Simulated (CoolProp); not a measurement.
Computed with CoolProp (reference Helmholtz-energy equation of state, Lemmon 2006). It is a short technical equation, of lower accuracy than the large ones.

### Question
For carbon monoxide, give the phase and the density (kg/m³), cp (kJ/(kg K)), cv (kJ/(kg K)), isothermal compressibility (1/MPa) at 140 K and 3.82 MPa; 140 K and 5.95 MPa; 140 K and 22.5 MPa.

### Answer
- 140 K and 3.82 MPa: supercritical; density 162, cp 3.80, cv 0.986, isothermal compressibility 0.599
- 140 K and 5.95 MPa: supercritical; density 438, cp 4.37, cv 0.983, isothermal compressibility 0.109
- 140 K and 22.5 MPa: supercritical; density 629, cp 1.99, cv 0.946, isothermal compressibility 0.00789
